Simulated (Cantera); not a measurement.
## TiO₂ + CH₄ + CO + C (carbothermic reduction)

A closed system holds: 1 mol TiO₂, 1 mol CH₄, 0.87 mol CO, 5.6 mol C, held at 1.05 Torr.

Cantera equilibrium calculation (NASA polynomials, part measured and part estimated; ideal gas, pure solids and liquids). Candidate condensed phases: C, C₆H₆, C₇H₈, C₈H₁₈, H₂O, Ti, TiC, TiO, TiO₂, Ti₂O₃, Ti₃O₅, Ti₄O₇; 113 gas species. Mutual solubility and eutectic melting of coexisting phases are not modelled. TiC: taken at fixed stoichiometry. Rates play no part.

| T (K) | log p CO | log p H₂ | log p H | log p C₂H₂ (acetylene) | log p Ti | log p C₃ | log p C₂H | log p C | n C(graphite) | n TiC(s) | n Ti₃O₅(s) |
|---|---|---|---|---|---|---|---|---|---|---|---|
| 1175 | -3.09 | -3.23 | -8.53 | -10.43 | <-14 | <-14 | <-14 | <-14 | 3.74 | 0.949 | 0.0171 |
| 1275 | -3.08 | -3.24 | -7.75 | -9.66 | <-14 | <-14 | <-14 | <-14 | 3.60 | 1.00 | 0 |
| 1375 | -3.08 | -3.24 | -7.09 | -8.99 | <-14 | <-14 | <-14 | <-14 | 3.60 | 1.00 | 0 |
| 1475 | -3.08 | -3.24 | -6.51 | -8.42 | <-14 | <-14 | -14.48 | <-14 | 3.60 | 1.00 | 0 |
| 1575 | -3.08 | -3.24 | -6.00 | -7.92 | -13.67 | <-14 | -13.21 | <-14 | 3.60 | 1.00 | 0 |
| 1675 | -3.08 | -3.24 | -5.56 | -7.48 | -12.39 | -14.73 | -12.10 | -14.15 | 3.60 | 1.00 | 0 |
| 1775 | -3.08 | -3.24 | -5.16 | -7.09 | -11.25 | -13.28 | -11.11 | -12.89 | 3.60 | 1.00 | 0 |
| 1875 | -3.09 | -3.25 | -4.81 | -6.75 | -10.24 | -11.99 | -10.23 | -11.76 | 3.60 | 1.00 | 0 |
| 1975 | -3.09 | -3.26 | -4.49 | -6.45 | -9.33 | -10.83 | -9.45 | -10.75 | 3.60 | 1.000 | 0 |
| 2075 | -3.09 | -3.27 | -4.21 | -6.18 | -8.51 | -9.78 | -8.74 | -9.84 | 3.60 | 1.000 | 0 |
| 2175 | -3.10 | -3.30 | -3.96 | -5.95 | -7.77 | -8.84 | -8.11 | -9.01 | 3.59 | 1.000 | 0 |
| 2275 | -3.11 | -3.35 | -3.75 | -5.77 | -7.09 | -7.98 | -7.54 | -8.26 | 3.59 | 1.000 | 0 |
| 2375 | -3.13 | -3.42 | -3.56 | -5.63 | -6.47 | -7.19 | -7.03 | -7.56 | 3.58 | 0.999 | 0 |
| 2475 | -3.15 | -3.53 | -3.41 | -5.54 | -5.90 | -6.47 | -6.59 | -6.93 | 3.57 | 0.995 | 0 |
log p: log10 of the partial pressure in bar; n: condensed amount in mol.

At 1175 K the condensed part is C(graphite) + TiC(s) + Ti₃O₅(s). From 1275 K to 2475 K the condensed part is C(graphite) + TiC(s).
